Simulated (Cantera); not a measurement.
Feed: 1 mol Si, 2.5 mol Br₂, 10 mol N₂, at 1.30e-5 bar.

Method: chemical equilibrium by Gibbs-energy minimisation in Cantera with the NASA 1993 tables (ideal gas, pure condensed phases). Candidate condensed phases: Br₂, Si, Si₃N₄; 13 gas species. The numbers say what is thermodynamically allowed, not how fast it happens.

Task: At 575 K, list the 4 most abundant gas species with their mole fractions, and the condensed phases.

Result: N₂ 0.870, SiBr₄ 0.0870, Br₂ 0.0434, Br 5.73e-5. Condensed: gas only.
